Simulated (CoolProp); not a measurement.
The fluid at 298.15 K and 0.411 MPa is throttled through a valve to 0.277 MPa with no heat exchange. The same conditions are run with several fluids, on thermodynamics alone (safety and materials aside).

Model: reference Helmholtz-energy equation of state of each fluid (fluoroethane (R161): Wu 2012; ammonia: Gao 2020; sulfur hexafluoride: Guder 2009; normal hydrogen: Leachman 2009; R407C: Lemmon 2003), in CoolProp. Blends and air are pseudo-pure fits.

```csv
fluid,temperature change (K),final density (kg/m³)
fluoroethane (R161),-3.0,5.68
ammonia,-3.8,1.99
sulfur hexafluoride,-1.3,16.9
normal hydrogen,+0.0,0.225
R407C,-2.9,10.2
```
